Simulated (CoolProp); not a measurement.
The numbers come from the reference Helmholtz-energy equation of state, Platzer 1990 in CoolProp. This equation is an older, rougher fit.

Task: For CF4 (R14), give the phase and the cp (kJ/(kg K)), Joule-Thomson coefficient (K/MPa), Prandtl number at 22.25 °C and 0.295 MPa.

Result: 
- 22.25 °C and 0.295 MPa: gas; cp 0.697, Joule-Thomson coefficient 5.62, Prandtl number 0.756

Viscosity comes from a separate model (Huber 2003), an estimate that may be off by 10 % or more. Thermal conductivity comes from a separate model (Huber 2003), an estimate that may be off by 10 % or more.
